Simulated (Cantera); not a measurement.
What does this Cantera script print?

```python
import numpy as np
import cantera as ct

gas = ct.Solution("gri30.yaml")
gas.TPX = 1698, 22000, {'CH4': 1, 'C2H6': 0.26, 'O2': 2.98, 'N2': 11.2, 'H2O': 0.54}
reactor = ct.IdealGasConstPressureReactor(gas, energy="on", clone=False)
net = ct.ReactorNet([reactor])
net.rtol, net.atol = 1e-08, 1e-16
show = ['CH4', 'C2H6', 'O2', 'NO', 'CH2']
times = np.geomspace(4e-06, 2, 14)

steps = ct.SolutionArray(gas, extra=["t"])
rows = []
print(f"{'t/s':>10s}{'T/K':>9s}{'P/Pa':>11s}" + "".join(f"{s:>11s}" for s in show))
for t in times:
    while net.time < t:
        t_next = net.step()
        steps.append(gas.state, t=t_next)
    rows.append([np.interp(t, steps.t, y) for y in (steps.T, steps.P, *steps(*show).X.T)])
    print(f"{t:10.3e}{rows[-1][0]:9.1f}{rows[-1][1]:11.4g}" + "".join(f"{x:11.3e}" for x in rows[-1][2:]))
rate = np.gradient(steps.T, steps.t)
print("integrator steps:", len(steps.t))
if steps.T.max() > steps.T[0] + 200:
    print(f"time of steepest temperature rise: {steps.t[rate.argmax()]:.4e} s")
gas.TPX = 1698, 22000, {'CH4': 1, 'C2H6': 0.26, 'O2': 2.98, 'N2': 11.2, 'H2O': 0.54}
gas.equilibrate("HP")
print(f"equilibrium (HP): T = {gas.T:.1f} K  " + "  ".join(f"{s} {gas[s].X[0]:.3e}" for s in show))
```

It prints:

```
       t/s      T/K       P/Pa        CH4       C2H6         O2         NO        CH2
 4.000e-06   1695.3    2.2e+04  6.256e-02  1.596e-02  1.864e-01  4.956e-14  1.484e-08
 1.098e-05   1690.9    2.2e+04  6.250e-02  1.539e-02  1.863e-01  8.151e-13  1.699e-07
 3.012e-05   1682.0    2.2e+04  6.164e-02  1.344e-02  1.852e-01  4.802e-11  2.077e-06
 8.264e-05   1729.7    2.2e+04  5.028e-02  5.011e-03  1.701e-01  5.439e-09  1.905e-05
 2.268e-04   2435.4    2.2e+04  5.933e-17  2.530e-32  3.461e-02  6.019e-05  1.111e-15
 6.223e-04   2497.0    2.2e+04  7.825e-17  3.042e-32  3.322e-02  2.908e-04  1.540e-15
 1.707e-03   2596.1    2.2e+04  1.510e-16  6.144e-32  3.098e-02  1.144e-03  2.913e-15
 4.685e-03   2654.3    2.2e+04  2.579e-16  1.207e-31  2.871e-02  3.832e-03  4.505e-15
 1.286e-02   2654.0    2.2e+04  2.806e-16  1.376e-31  2.708e-02  8.021e-03  4.625e-15
 3.528e-02   2652.6    2.2e+04  2.864e-16  1.424e-31  2.652e-02  9.556e-03  4.625e-15
 9.680e-02   2652.6    2.2e+04  2.865e-16  1.425e-31  2.651e-02  9.588e-03  4.625e-15
 2.656e-01   2652.6    2.2e+04  2.865e-16  1.425e-31  2.651e-02  9.588e-03  4.625e-15
 7.289e-01   2652.6    2.2e+04  2.865e-16  1.425e-31  2.651e-02  9.588e-03  4.625e-15
 2.000e+00   2652.6    2.2e+04  2.865e-16  1.425e-31  2.651e-02  9.588e-03  4.625e-15
integrator steps: 1542
time of steepest temperature rise: 1.4490e-04 s
equilibrium (HP): T = 2652.6 K  CH4 3.878e-16  C2H6 2.522e-31  O2 2.651e-02  NO 9.588e-03  CH2 4.939e-15
```

Model: GRI-Mech 3.0 (53 species, 325 reactions), integrated in Cantera.
